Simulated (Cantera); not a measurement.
An isothermal, constant-pressure homogeneous reactor starts with H₂ : O₂ : N₂ = 1.4 : 1 : 1.2 (molar parts), equivalence ratio 0.70, at 1150 K and 0.280 bar.

Cantera simulation using the H2/O2 subset of GRI-Mech 3.0, which has no nitrogen chemistry; the numbers are that mechanism's predictions, not measurements. The temperature is held fixed by assumption; the heat of reaction is taken as removed at once.

One state of this run: x H₂ = 0.00730; x O₂ = 0.106; x OH = 0.00202; x HO₂ = 6.66e-5; x H = 0.00205. x: mole fraction; the columns are a selection and need not sum to one.

Which value of t (s) does it belong to?
(A) 0.000347
(B) 0.0456
(C) 0.121
(D) 0.00244

A, 0.000347
